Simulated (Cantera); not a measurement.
**Premixed flame**

A freely propagating, adiabatic, planar premixed flame of 22.7 % H₂, 16.2 % O₂, 61.1 % N₂, unburnt at 698 K and 0.132 atm; mixture-averaged transport, grid criteria slope 0.08 and curve 0.16, no radiation.

Detailed kinetics in Cantera: the H2/O2 subset of GRI-Mech 3.0, which has no nitrogen chemistry. Burning velocities carry a grid error of a few per cent, more on coarse grids.

```json
[
 {"z (mm)": "-21.9", "T (K)": "698", "u (m/s)": "7.03", "x H₂": "0.227", "x O₂": "0.162", "x HO₂": "<1e-8", "x H₂O": "<1e-8", "x O": "<1e-8", "x OH": "<1e-8"},
 {"z (mm)": "-14.6", "T (K)": "698", "u (m/s)": "7.03", "x H₂": "0.227", "x O₂": "0.162", "x HO₂": "<1e-8", "x H₂O": "<1e-8", "x O": "<1e-8", "x OH": "<1e-8"},
 {"z (mm)": "-11.0", "T (K)": "698", "u (m/s)": "7.03", "x H₂": "0.227", "x O₂": "0.162", "x HO₂": "<1e-8", "x H₂O": "<1e-8", "x O": "<1e-8", "x OH": "<1e-8"},
 {"z (mm)": "-7.31", "T (K)": "698", "u (m/s)": "7.03", "x H₂": "0.227", "x O₂": "0.162", "x HO₂": "5.07e-7", "x H₂O": "1.01e-7", "x O": "1.63e-8", "x OH": "<1e-8"},
 {"z (mm)": "-3.66", "T (K)": "703", "u (m/s)": "7.08", "x H₂": "0.226", "x O₂": "0.162", "x HO₂": "3.68e-5", "x H₂O": "0.000437", "x O": "1.56e-5", "x OH": "1.94e-5"},
 {"z (mm)": "-1.83", "T (K)": "791", "u (m/s)": "7.90", "x H₂": "0.206", "x O₂": "0.158", "x HO₂": "2.94e-5", "x H₂O": "0.0104", "x O": "0.000472", "x OH": "0.000289"},
 {"z (mm)": "0", "T (K)": "1114", "u (m/s)": "10.8", "x H₂": "0.0911", "x O₂": "0.115", "x HO₂": "1.60e-5", "x H₂O": "0.0981", "x O": "0.00888", "x OH": "0.00359"},
 {"z (mm)": "1.83", "T (K)": "1363", "u (m/s)": "13.1", "x H₂": "0.0278", "x O₂": "0.0719", "x HO₂": "8.59e-6", "x H₂O": "0.170", "x O": "0.0189", "x OH": "0.00813"},
 {"z (mm)": "3.66", "T (K)": "1479", "u (m/s)": "14.1", "x H₂": "0.0250", "x O₂": "0.0668", "x HO₂": "6.78e-6", "x H₂O": "0.180", "x O": "0.0195", "x OH": "0.0104"},
 {"z (mm)": "7.31", "T (K)": "1615", "u (m/s)": "15.3", "x H₂": "0.0246", "x O₂": "0.0637", "x HO₂": "5.31e-6", "x H₂O": "0.188", "x O": "0.0182", "x OH": "0.0130"},
 {"z (mm)": "14.6", "T (K)": "1761", "u (m/s)": "16.5", "x H₂": "0.0228", "x O₂": "0.0608", "x HO₂": "4.04e-6", "x H₂O": "0.197", "x O": "0.0158", "x OH": "0.0154"},
 {"z (mm)": "29.3", "T (K)": "1908", "u (m/s)": "17.6", "x H₂": "0.0195", "x O₂": "0.0582", "x HO₂": "2.96e-6", "x H₂O": "0.208", "x O": "0.0125", "x OH": "0.0170"},
 {"z (mm)": "58.5", "T (K)": "2044", "u (m/s)": "18.7", "x H₂": "0.0149", "x O₂": "0.0561", "x HO₂": "2.17e-6", "x H₂O": "0.220", "x O": "0.00881", "x OH": "0.0170"}
]
```
x: mole fraction of selected species; z is measured from the peak of heat release.

The laminar burning velocity is 703 cm/s and the thermal thickness is 7.31 mm. The peak x(HO₂) comes out as 3.69e-5 and the peak x(O) comes out as 0.0196. The peak x(OH) comes out as 0.0172 and the grid points is 126.
